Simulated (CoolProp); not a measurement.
Vapour pressure (bar) of R21: the reference equation beside estimates from Tc = 452.7 K, pc = 52.89 bar, ω = 0.206. Clausius-Clapeyron is anchored at 276.4 K with a constant enthalpy of vaporisation of 24.95 kJ/mol.

The numbers come from the reference Helmholtz-energy equation of state, Platzer 1990 in CoolProp. This equation is an older, rougher fit; its heat capacities, sound speeds and derivatives of the liquid may be far off and weren't checked against measurements.

| T (K) | reference | Lee-Kesler | Clausius-Clapeyron | van der Waals | Redlich-Kwong | Soave-Redlich-Kwong | Peng-Robinson |
|---|---|---|---|---|---|---|---|
| 258.4 | 0.3675 | 0.3612 | 0.3806 | 3.422 | 0.6283 | 0.3651 | 0.3772 |
| 276.4 | 0.8108 | 0.7999 | 0.8108 | 5.076 | 1.297 | 0.8042 | 0.8184 |
| 294.4 | 1.601 | 1.585 | 1.575 | 7.201 | 2.404 | 1.587 | 1.598 |
| 312.4 | 2.888 | 2.871 | 2.834 | 9.851 | 4.093 | 2.869 | 2.865 |
| 330.4 | 4.845 | 4.829 | 4.782 | 13.07 | 6.512 | 4.829 | 4.795 |
| 348.4 | … | 7.645 | 7.646 | 16.90 | 9.806 | 7.664 | 7.584 |
| 366.4 | 11.52 | 11.52 | 11.67 | 21.39 | 14.12 | 11.59 | 11.45 |
| 384.4 | 16.66 | 16.66 | 17.13 | 26.55 | 19.58 | 16.83 | 16.62 |
| 402.4 | 23.29 | 23.32 | 24.29 | … | 26.31 | … | 23.35 |

Problem. Complete the blanks.

Solution. 
- 348.4, reference: 7.657
- 402.4, van der Waals: 32.44
- 402.4, Soave-Redlich-Kwong: 23.61

Absolute difference from the reference over all 9 rows, mean and median: Lee-Kesler 0.6 and 0.3 %, Clausius-Clapeyron 1.9 and 1.6 %, van der Waals 269.2 and 169.8 %, Redlich-Kwong 37.6 and 34.4 %, Soave-Redlich-Kwong 0.7 and 0.7 %, Peng-Robinson 0.9 and 0.8 %.
